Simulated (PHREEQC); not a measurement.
MgCl2 is added in steps, without added water, to 1 kg of water holding 0.059 mol Cu(NO3)2, 0.00041 mol H2SO4 and 0.053 mol NaCl, at 25 °C. O2 is buffered at 0.21 atm. No CO2 enters from the air. The run lets Brucite, Cu(OH)2, Brochantite, Antlerite, Atacamite, Cu2(OH)3NO3, Halite, Mirabilite, Epsomite, Chalcanthite precipitate or redissolve, and no other solid.

Base run: PHREEQC, ion-association model, wateq4f.dat. Each further column changes one thing. The table gives CuSO4 (mol/kgw).

```csv
MgCl2 added (mol),base,NaCl from 0.053 to 0.0795 mol/kgw,diluted 100-fold with water,NaCl left out,no solid may form
0,0.000192,0.000179,?,?,0.000192
0.06563,9.03e-5,8.63e-5,?,9.91e-5,9.03e-5
0.1094,6.37e-5,6.12e-5,9.54e-9,6.90e-5,6.37e-5
0.175,4.18e-5,4.04e-5,5.54e-9,4.48e-5,4.18e-5
0.2406,2.95e-5,2.86e-5,?,3.14e-5,2.95e-5
0.2844,2.40e-5,2.33e-5,2.91e-9,2.55e-5,2.40e-5
0.35,1.81e-5,1.76e-5,2.13e-9,1.91e-5,1.81e-5
```

Complete the blanks.


- 0, diluted 100-fold with water: 3.00e-7
- 0, NaCl left out: 0.000220
- 0.06563, diluted 100-fold with water: 1.62e-8
- 0.2406, diluted 100-fold with water: 3.67e-9

The ionic strength passes 0.7 mol/kgw, the rough limit of the ion-association models, in part of: base; NaCl from 0.053 to 0.0795 mol/kgw; diluted 100-fold with water; NaCl left out; no solid may form. Solids allowed in the column 'NaCl left out': Brucite, Cu(OH)2, Brochantite, Antlerite, Atacamite, Cu2(OH)3NO3, Epsomite, Chalcanthite.
